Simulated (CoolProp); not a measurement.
R1336mzz(Z) along the isotherm 487.5 K: density (kg/m³) from the reference equation and from simpler models built on Tc = 444.5 K, pc = 29.04 bar, ω = 0.386; each cubic takes its own stable root.

Computed with CoolProp (reference Helmholtz-energy equation of state, McLinden 2020).

```json
[
 {"p (bar)": "6.6", "phase": "gas", "reference": "28.39", "ideal gas": "26.71", "van der Waals": "28.31", "Redlich-Kwong": "28.45", "Soave-Redlich-Kwong": "28.31", "Peng-Robinson": "28.54"},
 {"p (bar)": "13.2", "phase": "gas", "reference": "60.89", "ideal gas": "53.43", "van der Waals": "60.60", "Redlich-Kwong": "61.18", "Soave-Redlich-Kwong": "60.45", "Peng-Robinson": "61.47"},
 {"p (bar)": "19.8", "phase": "gas", "reference": "99.06", "ideal gas": "80.14", "van der Waals": "98.80", "Redlich-Kwong": "99.98", "Soave-Redlich-Kwong": "97.71", "Peng-Robinson": "100.3"},
 {"p (bar)": "26.4", "phase": "gas", "reference": "145.5", "ideal gas": "106.9", "van der Waals": "146.8", "Redlich-Kwong": "148.1", "Soave-Redlich-Kwong": "142.2", "Peng-Robinson": "147.3"},
 {"p (bar)": "33", "phase": "supercritical", "reference": "204.6", "ideal gas": "133.6", "van der Waals": "214.6", "Redlich-Kwong": "211.8", "Soave-Redlich-Kwong": "197.0", "Peng-Robinson": "206.1"},
 {"p (bar)": "39.6", "phase": "supercritical", "reference": "284.0", "ideal gas": "160.3", "van der Waals": "329.8", "Redlich-Kwong": "303.1", "Soave-Redlich-Kwong": "266.4", "Peng-Robinson": "281.1"},
 {"p (bar)": "46.2", "phase": "supercritical", "reference": "391.3", "ideal gas": "187.0", "van der Waals": "433.2", "Redlich-Kwong": "416.1", "Soave-Redlich-Kwong": "349.6", "Peng-Robinson": "371.3"},
 {"p (bar)": "52.8", "phase": "supercritical", "reference": "510.3", "ideal gas": "213.7", "van der Waals": "485.0", "Redlich-Kwong": "502.3", "Soave-Redlich-Kwong": "430.7", "Peng-Robinson": "460.3"},
 {"p (bar)": "59.4", "phase": "supercritical", "reference": "602.7", "ideal gas": "240.4", "van der Waals": "518.3", "Redlich-Kwong": "560.5", "Soave-Redlich-Kwong": "495.4", "Peng-Robinson": "533.1"},
 {"p (bar)": "66", "phase": "supercritical", "reference": "666.2", "ideal gas": "267.1", "van der Waals": "543.0", "Redlich-Kwong": "603.4", "Soave-Redlich-Kwong": "545.2", "Peng-Robinson": "589.9"},
 {"p (bar)": "72.6", "phase": "supercritical", "reference": "712.2", "ideal gas": "293.8", "van der Waals": "562.8", "Redlich-Kwong": "637.3", "Soave-Redlich-Kwong": "584.9", "Peng-Robinson": "635.4"}
]
```
